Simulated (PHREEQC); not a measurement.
Consider water at 25 °C with 0.21 mol/kgw CdSO4, 0.28 mol/kgw H3BO3 and 0.018 mol/kgw NiCl2. Closed to the air; pH follows from the charge balance.

All values are PHREEQC results (ion-association model, wateq4f.dat), not measurements.

The pH comes out as 5.01 and the ionic strength is 0.378 mol/kgw. The activity of water is 0.990.

```tsv
species	molality	activity	log γ
H3BO3	0.280	0.305	0.038
Cd+2	0.0764	0.0218	-0.545
CdSO4	0.0722	0.0788	0.038
SO4-2	0.0546	0.0126	-0.639
Cd(SO4)2-2	0.0381	0.0108	-0.545
CdCl+	0.0228	0.0167	-0.136
Cl-	0.0121	0.00801	-0.178
Ni+2	0.0109	0.00311	-0.545
NiSO4	0.00698	0.00761	0.038
CdCl2	0.000510	0.000557	0.038
NiCl+	8.57e-5	6.26e-5	-0.136
```

Precipitation was switched off in this run. Species that the database lacks are ignored.
